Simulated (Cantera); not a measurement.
What does this Cantera script print?

```python
import numpy as np
import cantera as ct

gas_names = """
    N NO NO2 NO3 N2 N2O O O2 O3 S SN SO SO2 SO3 S2 S2O S8
""".split()
cond_names = """
    S(cr1) S(cr2) S(L)
""".split()


def load(file, names, dense=False):
    # The tables refer to 1 bar. Condensed volumes are neglected.
    table = {s.name: s for s in ct.Species.list_from_file(file)}
    out = []
    for n in names:
        d = dict(table[n].input_data)
        d["thermo"] = dict(d["thermo"], **{"reference-pressure": 1e5})
        if dense:
            d["equation-of-state"] = {"model": "constant-volume", "density": "1e6 g/cm^3"}
        out.append(ct.Species.from_dict(d))
    return out


gas = ct.Solution(thermo="ideal-gas", species=load("nasa_gas.yaml", gas_names))
cond = {s.name: ct.Solution(thermo="fixed-stoichiometry", species=[s], name=s.name)
        for s in load("nasa_condensed.yaml", cond_names, dense=True)}
atoms = {
    'N2O': {'N': 2, 'O': 1},
    'SO2': {'S': 1, 'O': 2},
}
top_T = {}  # K; cautious upper limits of use, not melting points


def equilibrate(T, P, feed):
    n = {}
    for name, mol in feed.items():
        for a, k in atoms[name].items():
            n[a] = n.get(a, 0.0) + k * mol
    gas.TPX = T, P, n
    mass = sum(n.values()) * gas.mean_molecular_weight
    gas.equilibrate("TP")
    valid = [c for c in cond.values() if c.min_temp <= T <= top_T.get(c.name, c.max_temp)]
    mix = ct.Mixture([(gas, mass / gas.mean_molecular_weight)] + [(c, 0.0) for c in valid])
    mix.T, mix.P = T, P
    mix.equilibrate("TP", solver="vcs", rtol=1e-11, max_steps=5000)
    return mix


results = []
feed = {'N2O': 1, 'SO2': 0.044}  # mol
T = 3425  # K
P = 10000  # Pa
mix = equilibrate(T, P, feed)
results.append((T, P, feed, dict(zip(mix.species_names, mix.species_moles))))
x = sorted(zip(gas.X, gas.species_names), reverse=True)
print(f"T = {T:g} K  P = {P:g} Pa  gas = {mix.phase_moles(0):.4g} mol")
print("   x: " + "  ".join(f"{s} {v:.3e}" for v, s in x if v > 1e-05))
print("   condensed (mol): " + ("  ".join(f"{mix.phase(i).name} {mix.phase_moles(i):.4g}"
      for i in range(1, mix.n_phases) if mix.phase_moles(i) > 1e-12) or "none"))
```

Result:

```
T = 3425 K  P = 10000 Pa  gas = 1.912 mol
   x: N2 5.047e-01  O 3.579e-01  O2 7.758e-02  NO 3.646e-02  SO 1.205e-02  S 7.151e-03  SO2 3.784e-03  N 3.459e-04
   condensed (mol): none
```

Equilibrium computed with Cantera from the NASA thermochemical tables; the gas is ideal and each condensed phase is pure.
